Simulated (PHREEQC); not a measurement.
0.21 g of hydrous ferric oxide (600 m²/g; 0.2 weak and 0.005 strong sites per Fe, Dzombak-Morel constants, diffuse double layer) in 1 kg of water with 0.001 mol/kgw of an inert sodium salt and 1.2e-05 mol/kgw Na2SeO4 and 5e-05 mol/kgw Na2SO4, at 25 °C; the pH is set by adding NaOH or the inert anion's acid. O2 is buffered at 0.21 atm. The system is closed to CO2. No solid was allowed to form.

Base run: PHREEQC, ion-association model, wateq4f.dat. Each further column changes one thing. The table gives surface charge σ (C/m²).

| pH | base | background salt from 0.001 to 0.0001 mol/kgw | oxide from 0.21 to 1.1 g/kgw |
|---|---|---|---|
| 4 | 0.088 | ___ | ___ |
| 4.38 | 0.062 | 0.035 | 0.091 |
| 5.12 | 0.031 | 0.015 | 0.046 |
| 5.5 | 0.021 | 0.010 | 0.031 |
| 5.88 | 0.015 | ___ | 0.021 |
| 6.62 | 0.008 | 0.004 | 0.009 |
| 7 | 0.006 | 0.003 | 0.006 |
| 7.38 | 0.004 | 0.002 | 0.004 |
| 8.12 | 0.000 | 0.000 | 0.000 |
| 8.5 | -0.002 | ___ | -0.002 |
| 8.88 | -0.004 | -0.002 | -0.004 |
| 9.62 | -0.011 | ___ | -0.011 |
| 10 | -0.017 | -0.010 | -0.017 |

Q: Complete the blanks.

A: 
- 4, background salt from 0.001 to 0.0001 mol/kgw: 0.055
- 4, oxide from 0.21 to 1.1 g/kgw: 0.125
- 5.88, background salt from 0.001 to 0.0001 mol/kgw: 0.007
- 8.5, background salt from 0.001 to 0.0001 mol/kgw: -0.001
- 9.62, background salt from 0.001 to 0.0001 mol/kgw: -0.006
